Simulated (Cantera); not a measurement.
A Cantera script and its output.

```python
import numpy as np
import cantera as ct

gas = ct.Solution("gri30.yaml")
gas.TPX = 1125, 100000, {'H2': 1.5, 'O2': 1, 'N2': 4.5, 'H2O': 0.51}
reactor = ct.IdealGasConstPressureReactor(gas, energy="off", clone=False)
net = ct.ReactorNet([reactor])
net.rtol, net.atol = 1e-08, 1e-18
show = ['H2', 'O2', 'H2O2', 'H', 'NO']
times = np.geomspace(0.0001, 10, 14)

steps = ct.SolutionArray(gas, extra=["t"])
rows = []
print(f"{'t/s':>10s}{'T/K':>9s}{'P/Pa':>11s}" + "".join(f"{s:>11s}" for s in show))
for t in times:
    while net.time < t:
        t_next = net.step()
        steps.append(gas.state, t=t_next)
    rows.append([np.interp(t, steps.t, y) for y in (steps.T, steps.P, *steps(*show).X.T)])
    print(f"{t:10.3e}{rows[-1][0]:9.1f}{rows[-1][1]:11.4g}" + "".join(f"{x:11.3e}" for x in rows[-1][2:]))
rate = np.gradient(steps.T, steps.t)
print("integrator steps:", len(steps.t))
if steps.T.max() > steps.T[0] + 200:
    print(f"time of steepest temperature rise: {steps.t[rate.argmax()]:.4e} s")
gas.TPX = 1125, 100000, {'H2': 1.5, 'O2': 1, 'N2': 4.5, 'H2O': 0.51}
gas.equilibrate("TP")
print(f"equilibrium (TP): T = {gas.T:.1f} K  " + "  ".join(f"{s} {gas[s].X[0]:.3e}" for s in show))
```

Result:

```
       t/s      T/K       P/Pa         H2         O2       H2O2          H         NO
 1.000e-04   1125.0      1e+05  1.692e-01  1.194e-01  3.499e-06  9.191e-03  3.162e-08
 2.424e-04   1125.0      1e+05  8.139e-03  4.072e-02  8.697e-06  3.846e-04  1.268e-06
 5.878e-04   1125.0      1e+05  3.284e-03  3.850e-02  6.982e-06  2.433e-05  1.234e-06
 1.425e-03   1125.0      1e+05  2.152e-03  3.798e-02  7.224e-06  3.858e-06  1.098e-06
 3.455e-03   1125.0      1e+05  1.455e-03  3.766e-02  4.705e-06  1.593e-06  9.694e-07
 8.377e-03   1125.0      1e+05  7.955e-04  3.735e-02  2.167e-06  5.764e-07  8.198e-07
 2.031e-02   1125.0      1e+05  3.363e-04  3.714e-02  6.070e-07  1.440e-07  6.212e-07
 4.924e-02   1125.0      1e+05  1.104e-04  3.703e-02  1.028e-07  2.665e-08  4.482e-07
 1.194e-01   1125.0      1e+05  2.524e-05  3.699e-02  1.092e-08  3.880e-09  4.056e-07
 2.894e-01   1125.0      1e+05  2.415e-06  3.698e-02  9.048e-10  2.948e-10  6.449e-07
 7.017e-01   1125.0      1e+05  4.091e-08  3.698e-02  2.689e-10  7.622e-12  1.099e-06
 1.701e+00   1125.0      1e+05  4.259e-09  3.698e-02  4.660e-10  2.528e-12  1.262e-06
 4.125e+00   1125.0      1e+05  3.753e-09  3.698e-02  6.703e-10  2.741e-12  1.270e-06
 1.000e+01   1125.0      1e+05  3.750e-09  3.698e-02  6.738e-10  2.747e-12  1.270e-06
integrator steps: 1813
equilibrium (TP): T = 1125.0 K  H2 3.753e-09  O2 3.696e-02  H2O2 6.697e-10  H 2.740e-12  NO 4.116e-05
```

Model: GRI-Mech 3.0 (53 species, 325 reactions), integrated in Cantera. The temperature is held fixed by assumption; the heat of reaction is taken as removed at once.
